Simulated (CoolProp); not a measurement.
Model: reference Helmholtz-energy equation of state, Lemmon 2006, in CoolProp. It is a short technical equation, of lower accuracy than the large ones.

Problem. For neopentane, give the phase and the density (kg/m³), cp (kJ/(kg K)), Joule-Thomson coefficient (K/MPa), isothermal compressibility (1/MPa) at 155.45 °C and 0.369 MPa.

Solution. 
- 155.45 °C and 0.369 MPa: gas; density 7.80, cp 2.32, Joule-Thomson coefficient 8.02, isothermal compressibility 2.83
